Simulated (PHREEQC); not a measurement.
Solution (3.6 °C and 10 atm): 0.0053 mol/kgw CuSO4 and 0.0011 mol/kgw H2SO4. Closed to the air; pH follows from the charge balance.

Computed with PHREEQC (ion-association model, phreeqc.dat).

| quantity | before | after |
|---|---|---|
| pH | 2.78 | 3.08 |
| ionic strength (mol/kgw) | 0.0189 | 0.0178 |
| SO4-2 (mol/kgw) | 0.00482 | 0.00449 |
| HSO4- (mol/kgw) | 0.000345 | 0.000164 |

Name the change that produced these shifts.
(A) H2SO4 from 0.0011 to 0.00055 mol/kgw
(B) temperature from 3.6 to 90 °C
(C) diluted 10-fold with water
(D) CuSO4 from 0.0053 to 0.00265 mol/kgw
(E) CuSO4 left out

A, H2SO4 from 0.0011 to 0.00055 mol/kgw

No solid was allowed to form. Constants without temperature data keep their 25 °C values here.
